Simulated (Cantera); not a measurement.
Charge: 1 mol H2S, 12 mol N2, 0.87 mol SO2, held at 260000 Pa.

Method: chemical equilibrium by Gibbs-energy minimisation in Cantera with the NASA 1993 tables (ideal gas, pure condensed phases). Candidate condensed phases: H2O, H2SO4, S; 35 gas species. The numbers say what is thermodynamically allowed, not how fast it happens.

**Question.** At 1600 °C, list the 6 most abundant gas species with their mole fractions, and the condensed phases.

**Answer.** N2 0.847, H2O 0.0514, S2 0.0436, SO2 0.0332, H2 0.0144, H2S 0.00413. Condensed: gas only.
